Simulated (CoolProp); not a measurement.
Properties of the fluoroketone C6F12O (FK-5-1-12) along the isotherm 234.9 K (Tc = 441.8 K, pc = 1869 kPa, ω = 0.471).

Computed with CoolProp (reference Helmholtz-energy equation of state, McLinden 2015).

```
p (kPa)   phase  density (kg/m³)  cp (kJ/(kg K))  cv (kJ/(kg K))
-------  ------  ---------------  --------------  --------------
77.9     liquid             1781           1.093          0.8752
156      liquid             1781           1.093          0.8752
234      liquid             1782           1.093          0.8753
312      liquid             1782           1.093          0.8753
389      liquid             1782           1.093          0.8753
467      liquid             1782           1.093          0.8754
545      liquid             1782           1.093          0.8754
623      liquid             1782           1.093          0.8754
701      liquid             1783           1.093          0.8754
779      liquid             1783           1.093          0.8755
857      liquid             1783           1.093          0.8755
935      liquid             1783           1.093          0.8755
```
